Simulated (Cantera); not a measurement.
A perfectly stirred reactor is fed with 15.7 % CO, 1.57 % H2, 14.4 % O2, 57.6 % N2, 10.7 % CO2, at 9.87 atm; it is adiabatic with a 373 K inlet, and is followed from long to short residence time, starting on the burning branch (τ in s: 0.26, 0.099, 0.038, 0.014, 0.0054, 0.002, 0.00078, 0.00029, 0.00011, 4.2e-05).

Computed with Cantera and GRI-Mech 3.0 (53 species, 325 reactions). The hydrogen kinetics of GRI-Mech 3.0 are dated; newer H2 mechanisms differ, most at raised pressure.

### Question
Predict: blow-out, bracketed by the residence times tried; x(CO) at τ = 0.260 s; x(H2) at τ = 0.260 s; x(O2) at τ = 0.260 s; x(NO) at τ = 0.260 s; x(NO2) at τ = 0.260 s; x(CO) at τ = 2.00 ms; x(H2) at τ = 2.00 ms; x(O2) at τ = 2.00 ms; x(NO) at τ = 2.00 ms; x(NO2) at τ = 2.00 ms.

### Answer
```json
{
  "blow_out_bracketed_by_the_residence_times_tried": "burning at 0.780 ms, out at 0.290 ms",
  "x(CO) at τ = 0.260 s": "0.000308",
  "x(H2) at τ = 0.260 s": "3.67e-6",
  "x(O2) at τ = 0.260 s": "0.0632",
  "x(NO) at τ = 0.260 s": "3.57e-5",
  "x(NO2) at τ = 0.260 s": "4.20e-7",
  "x(CO) at τ = 2.00 ms": "0.00839",
  "x(H2) at τ = 2.00 ms": "8.43e-5",
  "x(O2) at τ = 2.00 ms": "0.0667",
  "x(NO) at τ = 2.00 ms": "2.24e-5",
  "x(NO2) at τ = 2.00 ms": "5.73e-7"
}
```
